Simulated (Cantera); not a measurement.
Input: 1 mol Fe3O4, 0.09 mol HCl, 0.12 mol O2, held at 1400 K and 2100 Pa.

Equilibrium computed with Cantera from the NASA thermochemical tables; the gas is ideal and each condensed phase is pure. Candidate condensed phases: Fe, FeCl2, FeCl3, FeO, Fe(OH)2, Fe(OH)3, Fe2O3, Fe3O4, H2O; 22 gas species. Mutual solubility and eutectic melting of coexisting phases are not modelled. Rates play no part.

Base state: HCl 0.736, H2O 0.122, FeCl2 0.103, O2 0.0174, Cl 0.0120, FeCl3 0.00580, Cl2 0.00375, OH 4.78e-5 (mole fractions); condensed: Fe2O3(s) + Fe3O4(s).

### Question
What changes in the equilibrium state with this change: pressure from 2100 Pa to 3800 Pa?

### Answer
```
species         before    after
-------------  -------  -------
HCl              0.736    0.743
H2O              0.122    0.123
FeCl2            0.103    0.103
O2              0.0174  0.00962
Cl              0.0120  0.00894
Fe2Cl4         1.96e-5  3.56e-5
FeCl3          0.00580  0.00784
OH             4.78e-5  3.58e-5
Cl2            0.00375  0.00376
Fe2O3(s), mol    0.717    0.722
Fe3O4(s), mol    0.519    0.516
```
